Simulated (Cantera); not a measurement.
A perfectly stirred reactor is fed with CH₄ : O₂ : N₂ = 1 : 1.25 : 4.7 (molar parts), equivalence ratio 1.6, at 1.00 atm; it is adiabatic with a 725 K inlet, and is followed from long to short residence time, starting on the burning branch (τ in s: 0.12, 0.051, 0.021, 0.0089, 0.0037, 0.0016, 0.00065, 0.00027, 0.00011, 4.7e-05, 2e-05).

Detailed kinetics in Cantera: GRI-Mech 3.0 (53 species, 325 reactions).

x: mole fraction; the columns are a selection and need not sum to one.

```tsv
τ (s)	T (K)	x CH₄	x O₂	x CH₃	x C₂H₄	x H	x CH₂	x C₂H₆
0.12	2136	0.000146	5.22e-5	4.63e-5	1.30e-7	0.00170	?	4.84e-9
0.051	2134	0.000272	0.000110	9.31e-5	5.04e-7	0.00185	?	1.91e-8
0.021	2133	0.000497	0.000237	0.000185	1.90e-6	0.00203	?	7.32e-8
0.0089	2130	0.000833	0.000496	0.000340	6.06e-6	0.00225	?	2.40e-7
0.0037	2124	0.00132	0.00104	0.000597	1.75e-5	0.00253	?	7.19e-7
0.0016	2112	0.00199	0.00209	0.000980	4.44e-5	0.00282	?	1.96e-6
0.00065	2086	0.00323	0.00457	0.00164	0.000119	0.00305	?	6.13e-6
0.00027	2018	0.00639	0.0115	0.00281	0.000379	0.00279	?	2.89e-5
0.00011	725	0.144	0.180	<1e-12	<1e-12	<1e-12	<1e-12	<1e-12
4.7e-5	725	0.144	0.180	<1e-12	<1e-12	<1e-12	<1e-12	<1e-12
2.0e-5	725	0.144	0.180	<1e-12	<1e-12	<1e-12	<1e-12	<1e-12
```

Task: Some entries are withheld; supply them.

Result: 
- 0.12, x CH₂: 9.25e-7
- 0.051, x CH₂: 2.00e-6
- 0.021, x CH₂: 4.32e-6
- 0.0089, x CH₂: 8.67e-6
- 0.0037, x CH₂: 1.67e-5
- 0.0016, x CH₂: 2.93e-5
- 0.00065, x CH₂: 4.92e-5
- 0.00027, x CH₂: 6.82e-5
